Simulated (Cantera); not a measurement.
Charge: 1 mol Si3N4, 0.071 mol O2, 3.1 mol N2, at 1.00 Torr.

Method: chemical equilibrium by Gibbs-energy minimisation in Cantera with the NASA 1993 tables (ideal gas, pure condensed phases). Candidate condensed phases: Si, SiO2, Si2N2O, Si3N4; 16 gas species. Mutual solubility and eutectic melting of coexisting phases are not modelled. Equilibrium is a limit: real reactors are often held back by kinetics, nucleation or transport.

Problem. What share of the Si ends up in condensed phases as a function of T (K), at 1648, 1748, 1848, 1948, 2048, 2148, 2248?

Solution. 
```csv
T (K),Si condensed (%),as
1648,98.5,Si2N2O(s) + Si3N4(s)
1748,95.1,Si(l)
1848,94.4,Si(l)
1948,92.0,Si(l)
2048,84.1,Si(l)
2148,58.6,Si(l)
2248,0.0,-
```
